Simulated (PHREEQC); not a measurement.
Consider water at 25 °C with 2.1 mol Na2CO3 and 0.36 mol KCl per kg of water. Closed to the air; pH follows from the charge balance.

All values are PHREEQC results (Pitzer model, pitzer.dat), not measurements.

Each row changes one thing in this solution. Precipitation was switched off in this run.

```json
[
 {"case": "as made", "pH": "11.91", "ionic strength (mol/kgw)": "6.65", "HCO3- (mol/kgw)": "0.00781", "CO2 (mol/kgw)": "2.58e-9"},
 {"case": "temperature from 25 to 40 °C", "pH": "11.67", "ionic strength (mol/kgw)": "6.65", "HCO3- (mol/kgw)": "0.0127", "CO2 (mol/kgw)": "6.35e-9"},
 {"case": "KCl replaced by KHCO3 at the same molality", "pH": "?", "ionic strength (mol/kgw)": "6.66", "HCO3- (mol/kgw)": "0.360", "CO2 (mol/kgw)": "5.29e-6"},
 {"case": "KCl from 0.36 to 0.396 mol/kgw", "pH": "11.91", "ionic strength (mol/kgw)": "6.69", "HCO3- (mol/kgw)": "0.00779", "CO2 (mol/kgw)": "2.57e-9"},
 {"case": "Na2CO3 from 2.1 to 0.21 mol/kgw", "pH": "?", "ionic strength (mol/kgw)": "0.986", "HCO3- (mol/kgw)": "0.00380", "CO2 (mol/kgw)": "1.74e-8"},
 {"case": "KCl from 0.36 to 0.54 mol/kgw", "pH": "11.92", "ionic strength (mol/kgw)": "6.83", "HCO3- (mol/kgw)": "0.00770", "CO2 (mol/kgw)": "2.51e-9"}
]
```

Question: Some entries are withheld; supply them.

Answer: 
- KCl replaced by KHCO3 at the same molality, pH: 10.24
- Na2CO3 from 2.1 to 0.21 mol/kgw, pH: 11.41

In brines, pH and single-ion activities rest on the MacInnes convention. Constants without temperature data keep their 25 °C values here.
